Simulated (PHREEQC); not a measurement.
Consider water at 25 °C with 0.0064 mol H2SeO3, 0.01 mol NH3 and 0.00036 mol CaCl2 per kg of water. Closed to the air; pH follows from the charge balance.

Equilibrium calculation in PHREEQC: ion-association model, wateq4f.dat.

Each row changes one thing in this solution. Precipitation was switched off in this run.

| case | pH | ionic strength (mol/kgw) | HSeO3- (mol/kgw) | SeO3-2 (mol/kgw) | H2SeO3 (mol/kgw) | SI of Portlandite (Ca(OH)2) |
|---|---|---|---|---|---|---|
| as made | 8.24 | 0.0131 | 0.00361 | 0.00279 | 1.04e-8 | -9.96 |
| diluted 5-fold with water | 8.28 | 0.00256 | 0.000748 | 0.000532 | 2.09e-9 | -10.48 |
| NH3 from 0.01 to 0.011 mol/kgw | 8.39 | 0.0142 | 0.00302 | 0.00338 | 6.09e-9 | -9.66 |
| temperature from 25 to 85 °C | 7.40 | 0.00875 | 0.00577 | 0.000632 | 1.17e-7 | -7.83 |
| CaCl2 from 0.00036 to 3.6e-05 mol/kgw | 8.24 | 0.0121 | 0.00362 | 0.00278 | 1.04e-8 | -10.95 |
| temperature from 25 to 5 °C | 8.39 | 0.0141 | 0.00306 | 0.00334 | 6.29e-9 | -11.30 |
| NH3 left out | 2.59 | 0.00381 | 0.00273 | 4.11e-9 | 0.00367 | -21.18 |
| CaCl2 from 0.00036 to 7.2e-05 mol/kgw | 8.24 | 0.0122 | 0.00362 | 0.00279 | 1.04e-8 | -10.65 |

Away from 25 °C the constants follow the database's enthalpies or fits; those with neither stay at their 25 °C values.
